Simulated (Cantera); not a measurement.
A closed system holds: 1 mol MgO, 0.5 mol N₂, equilibrated at 3.50 bar.

Method: chemical equilibrium by Gibbs-energy minimisation in Cantera with the NASA 1993 tables (ideal gas, pure condensed phases). Candidate condensed phases: Mg, MgO; 13 gas species. The numbers say what is thermodynamically allowed, not how fast it happens.

### Question
At 2550 K, list the 6 most abundant gas species with their mole fractions, and the condensed phases.

### Answer
N₂ 0.998, Mg 0.000843, NO 0.000576, O 9.22e-5, O₂ 8.74e-5, MgO 2.74e-5. Condensed: MgO(s).
